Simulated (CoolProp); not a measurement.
Properties of fluorine along the isobar 3.84 MPa (Tc = 144.4 K, pc = 5.240 MPa, ω = 0.045).

Model: reference Helmholtz-energy equation of state, de Reuck 1990, in CoolProp.

```tsv
T (K)	phase	density (kg/m³)	cv (kJ/(kg K))	expansivity (1/kK)	fugacity coefficient
75.6	liquid	1574	0.8527	4.065	0.008799
92.8	liquid	1457	0.8027	4.941	0.06317
110.1	liquid	1321	0.7543	6.591	0.2227
127.3	liquid	1143	0.7241	11.48	0.5098
144.6	gas	177.2	0.6865	22.83	0.7629
161.9	gas	134.4	0.6276	12.03	0.8352
179.1	gas	112.8	0.6067	8.750	0.8811
196.4	gas	98.54	0.5963	7.042	0.9125
213.7	gas	88.10	0.5917	5.975	0.9346
230.9	gas	80.03	0.5910	5.239	0.9506
248.2	gas	73.46	0.5930	4.689	0.9627
265.5	gas	68.00	0.5969	4.262	0.9720
282.7	gas	63.39	0.6021	3.919	0.9791
300	gas	59.38	0.6080	3.633	0.9849
```
